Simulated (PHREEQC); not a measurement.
Dissolve 4.3 mmol/kgw CuSO4, 0.6 mmol/kgw MgSO4 and 0.44 mmol/kgw HCl at 37 °C. Closed to the air; pH follows from the charge balance.

The numbers come from PHREEQC with the ion-association model, wateq4f.dat.

Precipitation was switched off in this run.

**Question.** Estimate the pH, ionic strength.

**Answer.** pH 3.51; ionic strength 0.0151 mol/kgw.

**Question.** In which forms is S present?

**Answer.** SO4-2 74 %, CuSO4 20 %, MgSO4 3.7 %, HSO4- 2.0 % of the S.

Away from 25 °C the constants follow the database's enthalpies or fits; those with neither stay at their 25 °C values.
